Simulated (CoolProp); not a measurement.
Properties of n-nonane along the isotherm 600 K.

The numbers come from the reference Helmholtz-energy equation of state, Lemmon 2006 in CoolProp. It is a short technical equation, of lower accuracy than the large ones.

| p (kPa) | phase | Z | cv (kJ/(kg K)) | conductivity (mW/(m K)) |
|---|---|---|---|---|
| 380 | gas | 0.9412 | 2.807 | 41.6 |
| 761 | gas | 0.8761 | 2.826 | 42.3 |
| 1140 | gas | 0.8029 | 2.848 | 43.3 |
| 1520 | gas | 0.7170 | 2.875 | 44.6 |
| 1900 | gas | 0.6094 | 2.911 | 46.9 |
| 2280 | gas | 0.4469 | 2.972 | 54.1 |
| 2660 | supercritical | 0.2103 | 2.958 | 66.4 |
| 3040 | supercritical | 0.2165 | 2.933 | 68.3 |
| 3420 | supercritical | 0.2319 | 2.922 | 70.1 |
| 3800 | supercritical | 0.2494 | 2.915 | 71.6 |
| 4180 | supercritical | 0.2677 | 2.910 | 72.9 |
| 4560 | supercritical | 0.2863 | 2.907 | 74.0 |
| 4940 | supercritical | 0.3050 | 2.904 | 75.1 |
| 5320 | supercritical | 0.3237 | 2.902 | 76.0 |
| 5700 | supercritical | 0.3424 | 2.900 | 76.9 |

Thermal conductivity comes from a separate model (Huber 2005).
